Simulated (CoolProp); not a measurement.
Water at 885.05 K and 56.1 MPa is throttled through a valve to 12.6 MPa with no heat exchange. Each further row changes one setting.

Computed with CoolProp (reference Helmholtz-energy equation of state, Wagner 2002).

| case | temperature change (K) | final density (kg/m³) |
|---|---|---|
| as stated | -146.6 | 42.3 |
| outlet pressure 3.78 MPa | -200.6 | 12.6 |
| outlet pressure 16.4 MPa | -127.4 | 55.2 |
